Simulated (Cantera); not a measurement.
Ignition delay

Mixture: 13.5 % CO, 5.27 % H2, 17.0 % O2, 64.2 % N2, equivalence ratio 0.55, at 7500 Torr, adiabatic and at constant volume. Ignition delay is the time to a rise of 400 K.

Computed with Cantera and GRI-Mech 3.0 (53 species, 325 reactions). The hydrogen kinetics of GRI-Mech 3.0 are dated; newer H2 mechanisms differ, most at raised pressure.

```tsv
T0 (K)	delay (ms)
1225	0.0228
1300	0.00852
1375	0.00497
1450	0.00349
1525	0.00273
```

The apparent activation energy between 1375 and 1525 K is 70 kJ/mol.
